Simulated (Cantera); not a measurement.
A perfectly stirred reactor is fed with 40.0 % NO, 60.0 % N2, at 705 Torr; it is held at 2023 K, and followed from long to short residence time.

Model: GRI-Mech 3.0 (53 species, 325 reactions), integrated in Cantera.

x: mole fraction; the columns are a selection and need not sum to one.

```tsv
τ (s)	x NO	x N2	x N2O	x O2	x O	x NO2
12	0.0402	0.780	1.09e-6	0.180	0.000351	5.99e-5
4.0	0.0798	0.760	3.13e-6	0.160	0.000332	0.000112
1.3	0.155	0.722	1.10e-5	0.122	0.000293	0.000191
0.43	?	0.673	?	?	?	?
0.14	0.336	0.632	5.24e-5	0.0316	0.000163	0.000225
0.046	0.377	0.611	6.68e-5	?	?	?
0.015	0.392	0.604	7.18e-5	0.00360	8.82e-5	0.000136
0.0049	0.397	0.601	7.05e-5	0.00109	7.51e-5	0.000115
0.0016	0.399	0.600	6.23e-5	0.000279	6.31e-5	9.56e-5
```

Q: What belongs in the gaps?

A: 
- 0.43, x NO: 0.254
- 0.43, x N2O: 2.94e-5
- 0.43, x O2: 0.0725
- 0.43, x O: 0.000231
- 0.43, x NO2: 0.000245
- 0.046, x O2: 0.0112
- 0.046, x O: 0.000114
- 0.046, x NO2: 0.000172
